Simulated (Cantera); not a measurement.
# Ignition delay

Mixture: CH4 : CO : O2 : N2 = 1 : 0.19 : 4.11 : 15.4 (molar parts), at 9.87 atm, adiabatic and at constant pressure. Ignition delay is the time to a rise of 400 K.

Cantera simulation using GRI-Mech 3.0 (53 species, 325 reactions); the numbers are that mechanism's predictions, not measurements.

```tsv
T0 (K)	delay (ms)
1300	1.17
1350	0.665
1400	0.392
1450	0.238
1500	0.148
1550	0.0951
1600	0.0626
```

The apparent activation energy between 1500 and 1600 K comes out as 170 kJ/mol.
